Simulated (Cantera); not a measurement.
An isothermal, constant-pressure homogeneous reactor starts with H2 : O2 : N2 = 0.64 : 1 : 3.1 (molar parts), equivalence ratio 0.32, at 1250 K and 100.0 Torr.

Detailed kinetics in Cantera: GRI-Mech 3.0 (53 species, 325 reactions). The temperature is held fixed by assumption; the heat of reaction is taken as removed at once.

x: mole fraction; the columns are a selection and need not sum to one.

```tsv
t (s)	x H2	x O2	x NO	x NO2	x N2O	x H2O2
1.00e-6	0.135	0.211	<1e-12	<1e-12	<1e-12	<1e-12
3.05e-6	0.135	0.211	<1e-12	<1e-12	<1e-12	<1e-12
9.32e-6	0.135	0.211	<1e-12	<1e-12	<1e-12	4.68e-12
2.85e-5	0.135	0.211	<1e-12	<1e-12	<1e-12	4.37e-11
8.69e-5	0.135	0.211	<1e-12	<1e-12	<1e-12	4.82e-10
0.000265	0.0410	0.165	2.49e-7	8.28e-12	3.92e-9	1.27e-6
0.000809	0.00612	0.150	6.38e-6	5.08e-10	2.73e-8	1.24e-6
0.00247	0.000948	0.153	7.57e-6	(withheld)	4.91e-8	9.85e-7
0.00754	7.64e-5	0.154	7.58e-6	(withheld)	6.51e-8	3.03e-7
0.0230	8.97e-6	0.154	7.57e-6	(withheld)	7.12e-8	7.99e-8
0.0703	1.67e-6	0.154	7.58e-6	(withheld)	7.38e-8	2.30e-8
0.215	4.09e-7	0.154	7.58e-6	(withheld)	7.41e-8	7.13e-9
0.655	1.20e-7	0.154	7.59e-6	(withheld)	7.02e-8	2.38e-9
2.00	4.75e-8	0.154	7.58e-6	(withheld)	5.69e-8	1.01e-9
```

Problem. What belongs in the gaps?

Solution. 
- 0.00247, x NO2: 3.30e-9
- 0.00754, x NO2: 2.02e-8
- 0.0230, x NO2: 3.52e-8
- 0.0703, x NO2: 3.03e-8
- 0.215, x NO2: 2.09e-8
- 0.655, x NO2: 1.83e-8
- 2.00, x NO2: 2.57e-8
